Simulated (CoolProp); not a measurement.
Vapour pressure (MPa) of 1,2-dichloroethane: the reference equation beside estimates from Tc = 288.4 °C, pc = 5.226 MPa, ω = 0.269.

The numbers come from the reference Helmholtz-energy equation of state, Thol 2015 in CoolProp.

```tsv
T (°C)	reference	Lee-Kesler	Redlich-Kwong
130.85	0.3669	0.3685	0.5731
145.55	0.5117	0.5163	0.7614
160.35	0.6976	0.7061	0.9914
175.15	0.9302	0.9434	1.266
189.85	1.214	1.233	1.586
204.65	1.562	1.586	1.961
219.45	1.978	2.008	2.391
```

Absolute difference from the reference over all 7 rows, mean and median: Lee-Kesler 1.2 and 1.4 %, Redlich-Kwong 37.2 and 36.1 %.
